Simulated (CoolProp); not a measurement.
Values from CoolProp's reference Helmholtz-energy equation of state, Tillner-Roth 1994.

**Question.** For R134a, give the phase and the speed of sound (m/s), Joule-Thomson coefficient (K/MPa) at 74.65 °C and 0.101 MPa; 85.15 °C and 0.101 MPa.

**Answer.** 
- 74.65 °C and 0.101 MPa: gas; speed of sound 175, Joule-Thomson coefficient 12.8
- 85.15 °C and 0.101 MPa: gas; speed of sound 177, Joule-Thomson coefficient 11.6
